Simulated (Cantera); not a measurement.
**Premixed flame**

A freely propagating, adiabatic, planar premixed flame of 23.0 % H2, 20.5 % O2, 55.4 % N2, 1.08 % H2O, equivalence ratio 0.56, unburnt at 575 K and 100.0 Torr; mixture-averaged transport, grid criteria slope 0.08 and curve 0.16, no radiation.

Model: the H2/O2 subset of GRI-Mech 3.0, which has no nitrogen chemistry, integrated in Cantera. Burning velocities carry a grid error of a few per cent, more on coarse grids. Lean hydrogen flames are cellular in practice and burn faster than this planar one.

| z (mm) | T (K) | u (m/s) | x H2 | x O2 | x H | x H2O2 | x HO2 | x O |
|---|---|---|---|---|---|---|---|---|
| -16.3 | 575 | 4.88 | 0.230 | 0.205 | <1e-8 | <1e-8 | <1e-8 | <1e-8 |
| -10.9 | 575 | 4.88 | 0.230 | 0.205 | <1e-8 | <1e-8 | <1e-8 | <1e-8 |
| -8.16 | 575 | 4.88 | 0.230 | 0.205 | <1e-8 | <1e-8 | <1e-8 | <1e-8 |
| -5.44 | 575 | 4.88 | 0.230 | 0.205 | 1.06e-7 | <1e-8 | 4.72e-7 | <1e-8 |
| -2.72 | 585 | 4.96 | 0.227 | 0.205 | 0.000244 | 1.26e-6 | 7.75e-5 | 9.03e-6 |
| -1.36 | 723 | 6.04 | 0.202 | 0.203 | 0.00646 | 1.96e-6 | 5.20e-5 | 0.000306 |
| 0 | 1088 | 8.81 | 0.0942 | 0.163 | 0.0405 | 1.36e-6 | 2.51e-5 | 0.00838 |
| 1.36 | 1357 | 10.9 | 0.0263 | 0.113 | 0.0512 | 1.39e-6 | 1.44e-5 | 0.0205 |
| 2.72 | 1482 | 11.8 | 0.0206 | 0.106 | 0.0429 | 9.31e-7 | 1.12e-5 | 0.0219 |
| 5.44 | 1623 | 12.8 | 0.0193 | 0.103 | 0.0317 | 5.05e-7 | 8.60e-6 | 0.0202 |
| 10.9 | 1769 | 13.8 | 0.0168 | 0.100 | 0.0211 | 2.58e-7 | 6.32e-6 | 0.0169 |
| 21.8 | 1907 | 14.7 | 0.0132 | 0.0991 | 0.0123 | 1.43e-7 | 4.39e-6 | 0.0127 |
| 43.5 | 2028 | 15.5 | 0.00897 | 0.0987 | 0.00600 | 8.99e-8 | 3.01e-6 | 0.00836 |
x: mole fraction of selected species; z is measured from the peak of heat release.

The laminar burning velocity is 488 cm/s. The thermal thickness is 5.44 mm and the peak x(H) is 0.0523. The peak x(H2O2) is 2.35e-6 and the peak x(HO2) comes out as 7.88e-5. The peak x(O) comes out as 0.0219.
